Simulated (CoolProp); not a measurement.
A single-stage vapour-compression cycle with the fluid: evaporating at 313.15 K (dew point), condensing at 380.15 K (bubble point), superheat 10 K, subcooling 5 K, compressor efficiency 0.85, no pressure losses. The same conditions are run with several fluids, on thermodynamics alone (safety and materials aside).

Values from CoolProp's reference Helmholtz-energy equation of state of each fluid (R1336mzz(E): Akasaka 2023; 1,2-dichloroethane: Thol 2015; cyclohexane: Zhou 2014; R245ca: Zhou 2016; n-heptane: Span 2003; n-perfluoropentane: Gao 2022).

| fluid | cooling COP | pressure ratio | discharge temperature (K) | refrigerating effect (kJ/kg) | volumetric capacity (kJ/m³) |
|---|---|---|---|---|---|
| R1336mzz(E) | 2.22 | 5.46 | 381.0 | 61.0 | 1310 |
| 1,2-dichloroethane | 3.41 | 9.72 | 416.0 | 272 | 209 |
| cyclohexane | 3.19 | 8.51 | 381.6 | 268 | 209 |
| R245ca | 2.78 | 6.29 | 380.1 | 114 | 1040 |
| n-heptane | 2.97 | 10.5 | 380.2 | 222 | 103 |
| n-perfluoropentane | 1.57 | 6.11 | 380.1 | 24.7 | 418 |

The compression ends wet for: R245ca; n-heptane; n-perfluoropentane.
